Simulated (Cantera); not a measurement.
An adiabatic, constant-volume homogeneous reactor starts with CH4 : C2H6 : C3H8 : O2 : N2 : H2O = 1 : 0.037 : 0.13 : 2.32 : 8.71 : 0.75 (molar parts), equivalence ratio 1.2, at 1400 K and 7500 Torr.

Detailed kinetics in Cantera: GRI-Mech 3.0 (53 species, 325 reactions). GRI-Mech 3.0 was tuned for natural gas; its chemistry of propane as a main component is partial and can be far from experiment. Above 3000 K some thermodynamic fits are extrapolated.

### Question
Predict: time of steepest temperature rise; temperature at 1.00 s; equilibrium temperature; x(NO) at 1.00 s; x(H2O2) at 1.00 s; x(CO) at 1.00 s.

### Answer
```json
{
  "time_of_steepest_temperature_rise": "0.126 ms",
  "temperature at 1.00 s": "3034 K",
  "equilibrium_temperature": "3034 K",
  "x(NO) at 1.00 s": "0.00660 (gas-phase equilibrium 0.00660)",
  "x(H2O2) at 1.00 s": "1.21e-6 (gas-phase equilibrium 1.21e-6)",
  "x(CO) at 1.00 s": "0.0567 (gas-phase equilibrium 0.0567)"
}
```
